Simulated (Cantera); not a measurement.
Cantera run, input and output.

```python
import numpy as np
import cantera as ct

gas = ct.Solution("h2o2.yaml")
gas.TPX = 400, 82000, {'H2': 1, 'O2': 0.263, 'N2': 1.11, 'H2O': 0.097}
flame = ct.FreeFlame(gas, width=0.046)
flame.set_refine_criteria(ratio=3, slope=0.08, curve=0.16)
flame.transport_model = "mixture-averaged"
flame.solve(loglevel=0, auto=True)
z, T = flame.grid, flame.T
thick = (T[-1] - T[0]) / np.gradient(T, z).max()
show = ['H2', 'O2', 'H2O', 'HO2', 'O', 'H2O2']
print(f"laminar burning velocity  {flame.velocity[0] * 100:.3f} cm/s")
print(f"burnt temperature         {T[-1]:.1f} K")
print(f"thermal thickness         {thick * 1e3:.4f} mm")
print(f"grid points               {len(z)}")
z0 = z[flame.heat_release_rate.argmax()]
print(f"{'z/mm':>9s}{'T/K':>9s}{'u/(m/s)':>9s}" + "".join(f"{s:>11s}" for s in show))
rows = []
for k in (-3, -2, -1.5, -1, -0.5, -0.25, 0, 0.25, 0.5, 1, 2, 4, 8):
    zz = z0 + k * thick
    rows.append([k * thick, np.interp(zz, z, T), np.interp(zz, z, flame.velocity),
                 *(np.interp(zz, z, flame.X[gas.species_index(s)]) for s in show)])
    print(f"{rows[-1][0] * 1e3:9.3f}{rows[-1][1]:9.1f}{rows[-1][2]:9.3f}" + "".join(f"{x:11.3e}" for x in rows[-1][3:]))
```

Result:

```
laminar burning velocity  389.023 cm/s
burnt temperature         1998.5 K
thermal thickness         0.4649 mm
grid points               119
     z/mm      T/K  u/(m/s)         H2         O2        H2O        HO2          O       H2O2
   -1.395    400.0    3.890  4.049e-01  1.065e-01  3.927e-02  6.273e-13  1.080e-13  1.919e-14
   -0.930    400.0    3.890  4.049e-01  1.065e-01  3.927e-02  4.109e-11  4.955e-12  1.348e-12
   -0.697    400.0    3.890  4.048e-01  1.065e-01  3.927e-02  1.408e-09  1.118e-10  4.805e-11
   -0.465    400.2    3.891  4.047e-01  1.065e-01  3.928e-02  1.798e-07  6.223e-09  6.361e-09
   -0.232    424.8    4.098  3.990e-01  1.071e-01  4.032e-02  1.861e-04  3.314e-06  1.068e-05
   -0.116    682.3    6.407  3.670e-01  1.008e-01  6.164e-02  2.415e-04  1.518e-04  5.020e-05
    0.000   1067.4    9.761  2.976e-01  7.542e-02  1.220e-01  8.606e-05  1.478e-03  5.616e-06
    0.116   1339.9   12.136  2.219e-01  3.266e-02  2.048e-01  3.109e-05  2.838e-03  1.234e-06
    0.232   1475.7   13.312  1.871e-01  9.250e-03  2.500e-01  8.337e-06  1.920e-03  7.766e-07
    0.465   1588.8   14.247  1.802e-01  1.157e-03  2.672e-01  9.981e-07  1.001e-03  4.931e-07
    0.930   1692.5   15.070  1.871e-01  4.521e-04  2.708e-01  3.914e-07  6.869e-04  3.013e-07
    1.860   1789.0   15.817  1.945e-01  2.586e-04  2.737e-01  2.278e-07  4.103e-04  1.600e-07
    3.720   1869.3   16.424  2.008e-01  1.244e-04  2.766e-01  1.183e-07  2.027e-04  7.727e-08
```

Model: the H2/O2 subset of GRI-Mech 3.0, which has no nitrogen chemistry, integrated in Cantera. Burning velocities carry a grid error of a few per cent, more on coarse grids.
